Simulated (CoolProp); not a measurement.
R113 along the isobar 0.848 MPa: Z from the reference equation and from simpler models built on Tc = 487.2 K, pc = 3.392 MPa, ω = 0.253; each cubic takes its own stable root.

Computed with CoolProp (reference Helmholtz-energy equation of state, Marx 1992).

| T (K) | phase | reference | van der Waals | Soave-Redlich-Kwong | Peng-Robinson |
|---|---|---|---|---|---|
| 243 | liquid | 0.04647 | 0.07614 | 0.05036 | 0.04478 |
| 259.3 | liquid | 0.04452 | 0.07271 | 0.04806 | 0.04269 |
| 275.5 | liquid | 0.04287 | 0.06983 | 0.04614 | 0.04094 |
| 291.7 | liquid | 0.04145 | 0.06739 | 0.04453 | 0.03947 |
| 308 | liquid | 0.04024 | 0.06536 | 0.04321 | 0.03826 |
| 324.2 | liquid | 0.03924 | 0.06372 | 0.04216 | 0.03729 |
| 340.4 | liquid | 0.03842 | 0.06246 | 0.04138 | 0.03656 |
| 356.7 | liquid | 0.03779 | 0.8135 | 0.04086 | 0.03607 |
| 372.9 | liquid | 0.03735 | 0.8360 | 0.04065 | 0.03585 |
| 389.2 | liquid | 0.03714 | 0.8546 | 0.04080 | 0.03595 |
| 405.4 | gas | 0.8154 | 0.8700 | 0.8219 | 0.8110 |
| 421.6 | gas | 0.8440 | 0.8832 | 0.8463 | 0.8356 |
| 437.9 | gas | 0.8661 | 0.8945 | 0.8664 | 0.8561 |
| 454.1 | gas | 0.8836 | 0.9042 | 0.8830 | 0.8730 |
| 470.3 | gas | 0.8979 | 0.9128 | 0.8971 | 0.8875 |
| 486.6 | gas | 0.9100 | 0.9203 | 0.9092 | 0.8999 |

At some of these states van der Waals gives the other phase, because its saturation line lies elsewhere.
